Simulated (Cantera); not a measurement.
A perfectly stirred reactor is fed with 38.5 % NH3, 61.5 % H2, at 0.0109 atm; it is held at 2223 K, and followed from long to short residence time.

Computed with Cantera and the gas-phase N/H chemistry of the illustrative SiF4/NH3 mechanism in the Surface Chemkin manual (1991). Walls and surfaces, which speed up NH3 decomposition in real reactors, are not modelled.

x: mole fraction; the columns are a selection and need not sum to one.

| τ (s) | x NH3 | x H2 | x H | x NH | x N |
|---|---|---|---|---|---|
| 8.7 | 0.00624 | 0.851 | 0.00596 | 2.27e-5 | 8.84e-6 |
| 4.0 | 0.0192 | 0.845 | 0.00376 | 2.80e-5 | 6.86e-6 |
| 1.9 | … | 0.832 | … | … | 6.46e-6 |
| 0.87 | 0.0818 | 0.806 | 0.00219 | 4.36e-5 | 6.40e-6 |
| 0.40 | 0.141 | 0.769 | 0.00176 | 5.25e-5 | 6.40e-6 |
| 0.19 | 0.210 | 0.725 | 0.00147 | 5.97e-5 | 6.30e-6 |
| 0.086 | 0.280 | 0.680 | 0.00126 | 6.45e-5 | 6.08e-6 |
| 0.040 | 0.328 | 0.649 | 0.00112 | 6.56e-5 | 5.72e-6 |
| 0.019 | 0.357 | 0.631 | … | 6.28e-5 | … |
| 0.0086 | 0.373 | 0.621 | 0.000915 | 5.39e-5 | 3.99e-6 |
| 0.0040 | 0.380 | 0.617 | 0.000736 | 3.68e-5 | 2.24e-6 |

Problem. What belongs in the gaps?

Solution. 
- 1.9, x NH3: 0.0418
- 1.9, x H: 0.00281
- 1.9, x NH: 3.49e-5
- 0.019, x H: 0.00103
- 0.019, x N: 5.12e-6
